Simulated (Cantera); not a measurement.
What does this Cantera script print?

```python
import numpy as np
import cantera as ct

gas_names = """
    N BF3 H2 HF
""".split()
cond_names = """
    BN(s)
""".split()


def load(file, names, dense=False):
    # The tables refer to 1 bar. Condensed volumes are neglected.
    table = {s.name: s for s in ct.Species.list_from_file(file)}
    out = []
    for n in names:
        d = dict(table[n].input_data)
        d["thermo"] = dict(d["thermo"], **{"reference-pressure": 1e5})
        if dense:
            d["equation-of-state"] = {"model": "constant-volume", "density": "1e6 g/cm^3"}
        out.append(ct.Species.from_dict(d))
    return out


species = {s.name: s for s in load("nasa_gas.yaml", gas_names) + load("nasa_condensed.yaml", cond_names)}
# Each term lists the table entries of one substance; the one whose range holds T is used.
reactions = {
    '2 N(g) + 2 BF3(g) + 3 H2(g) = 6 HF(g) + 2 BN':
        [(-2, ['N']), (-2, ['BF3']), (-3, ['H2']), (6, ['HF']), (2, ['BN(s)'])],
}


def pick(names, T):
    return next(species[n] for n in names if species[n].thermo.min_temp <= T <= species[n].thermo.max_temp)


results = []
for label, terms in reactions.items():
    print(label)
    print("     T/K   dH/kJ  dS/(J/K)   dG/kJ   log10 K")
    for T in [2375, 2425, 2475, 2525, 2575, 2625, 2675, 2725, 2775, 2825]:
        used = [(nu, pick(names, T)) for nu, names in terms]
        dH = sum(nu * s.thermo.h(T) for nu, s in used) / 1e6
        dS = sum(nu * s.thermo.s(T) for nu, s in used) / 1e3
        dG = dH - T * dS / 1e3
        logK = -dG * 1e6 / (ct.gas_constant * T * np.log(10))
        results.append((label, T, dH, dS, dG, logK, [s.name for _, s in used]))
        print(f"{T:8g} {dH:8.1f} {dS:8.1f} {dG:8.1f} {logK:8.2f}")
```

Output:

```
2 N(g) + 2 BF3(g) + 3 H2(g) = 6 HF(g) + 2 BN
     T/K   dH/kJ  dS/(J/K)   dG/kJ   log10 K
    2375   -831.9   -161.9   -447.4     9.84
    2425   -832.0   -161.9   -439.3     9.46
    2475   -832.1   -162.0   -431.2     9.10
    2525   -832.2   -162.0   -423.1     8.75
    2575   -832.3   -162.0   -415.0     8.42
    2625   -832.4   -162.1   -406.9     8.10
    2675   -832.5   -162.1   -398.8     7.79
    2725   -832.6   -162.1   -390.7     7.49
    2775   -832.6   -162.2   -382.6     7.20
    2825   -832.7   -162.2   -374.5     6.92
```

Source: NASA polynomial tables (part measured, part estimated), evaluated in Cantera. Condensed species are held in their standard states even where they would react or evaporate.
